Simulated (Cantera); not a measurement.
N2O furnace oxynitridation

An isothermal, constant-pressure homogeneous reactor starts with 99.1 % N2O, 0.912 % H2O, at 1400 K and 0.600 bar.

Model: GRI-Mech 3.0 (53 species, 325 reactions), integrated in Cantera. GRI-Mech 3.0 was tuned for natural gas; its chemistry of N2O as a main component is partial and can be far from experiment. The temperature is held fixed by assumption; the heat of reaction is taken as removed at once.

| t (s) | x N2O | x H2O | x NO2 | x H2 | x O | x H2O2 | x NO |
|---|---|---|---|---|---|---|---|
| 0.000200 | 0.988 | 0.00910 | 1.70e-6 | 2.75e-8 | 2.53e-5 | 2.56e-8 | 0.000354 |
| 0.000367 | 0.986 | 0.00908 | 9.86e-6 | 6.95e-8 | 2.52e-5 | 5.88e-8 | 0.000649 |
| 0.000675 | 0.981 | 0.00906 | 3.68e-5 | 1.31e-7 | 2.51e-5 | 5.53e-8 | 0.00117 |
| 0.00124 | 0.973 | 0.00904 | 9.73e-5 | 1.84e-7 | 2.49e-5 | 3.75e-8 | 0.00211 |
| 0.00228 | 0.959 | 0.00899 | 0.000201 | 1.92e-7 | 2.46e-5 | 2.45e-8 | 0.00380 |
| 0.00419 | 0.934 | 0.00891 | 0.000333 | 1.57e-7 | 2.41e-5 | 1.67e-8 | 0.00682 |
| 0.00770 | 0.889 | 0.00878 | 0.000450 | 1.26e-7 | 2.37e-5 | 1.24e-8 | 0.0121 |
| 0.0141 | 0.815 | 0.00855 | 0.000523 | 1.11e-7 | 2.32e-5 | 1.03e-8 | 0.0209 |
| 0.0260 | 0.700 | 0.00820 | 0.000557 | 1.04e-7 | 2.25e-5 | 9.13e-9 | 0.0346 |
| 0.0477 | 0.539 | 0.00771 | 0.000566 | 1.02e-7 | 2.13e-5 | 8.18e-9 | 0.0531 |
| 0.0877 | 0.350 | 0.00714 | 0.000560 | 1.00e-7 | 1.91e-5 | 6.99e-9 | 0.0739 |
| 0.161 | 0.177 | 0.00661 | 0.000547 | 8.99e-8 | 1.52e-5 | 5.36e-9 | 0.0909 |
| 0.296 | 0.0637 | 0.00627 | 0.000533 | 6.03e-8 | 9.02e-6 | 3.23e-9 | 0.0991 |
| 0.544 | 0.0143 | 0.00613 | 0.000546 | 2.43e-8 | 3.22e-6 | 1.24e-9 | 0.100 |
| 1.00 | 0.00140 | 0.00610 | 0.000625 | 8.61e-9 | 9.16e-7 | 3.83e-10 | 0.0999 |
x: mole fraction; the columns are a selection and need not sum to one.

Equilibrium at this temperature and pressure: N2O 3.78e-8, H2O 0.00609, NO2 6.03e-6, H2 6.22e-9, O 7.07e-7, H2O2 3.03e-10, NO 0.000838 (gas phase only).
